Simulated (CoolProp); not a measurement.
The numbers come from the reference Helmholtz-energy equation of state, Akasaka 2023 in CoolProp.

Q: For R1336mzz(E), give the phase and the speed of sound (m/s), isothermal compressibility (1/MPa), expansivity (1/kK), fugacity coefficient at 410 K and 0.212 MPa.

A: 
- 410 K and 0.212 MPa: gas; speed of sound 145, isothermal compressibility 4.85, expansivity 2.69, fugacity coefficient 0.974
